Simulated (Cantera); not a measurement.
A perfectly stirred reactor is fed with CH4 : N2 : H2O = 1 : 1.1 : 0.083 (molar parts), at 0.0267 bar; it is held at 1900 K, and followed from long to short residence time.

Cantera simulation using GRI-Mech 3.0 (53 species, 325 reactions); the numbers are that mechanism's predictions, not measurements. GRI-Mech 3.0 stops at C3 and has no aromatics, soot or wall deposition, so with more carbon than oxygen in the feed, carbon stays in small species such as C2H2 where larger ones or solid carbon would form. Radical loss at walls, strong at low pressure, is not modelled.

Q: Predict: x(CH4) at τ = 1.80 s; x(C2H2) at τ = 1.80 s; x(H) at τ = 1.80 s; x(HCN) at τ = 1.80 s; x(C2H) at τ = 1.80 s; x(CH4) at τ = 57.0 ms; x(C2H2) at τ = 57.0 ms; x(H) at τ = 57.0 ms; x(HCN) at τ = 57.0 ms; x(C2H) at τ = 57.0 ms.

A: 
| Item | Result |
|---|---|
| x(CH4) at τ = 1.80 s | 0.00887 |
| x(C2H2) at τ = 1.80 s | 0.139 |
| x(H) at τ = 1.80 s | 0.00227 |
| x(HCN) at τ = 1.80 s | 0.000170 |
| x(C2H) at τ = 1.80 s | 8.57e-6 |
| x(CH4) at τ = 57.0 ms | 0.0752 |
| x(C2H2) at τ = 57.0 ms | 0.126 |
| x(H) at τ = 57.0 ms | 0.00116 |
| x(HCN) at τ = 57.0 ms | 6.63e-6 |
| x(C2H) at τ = 57.0 ms | 4.88e-6 |
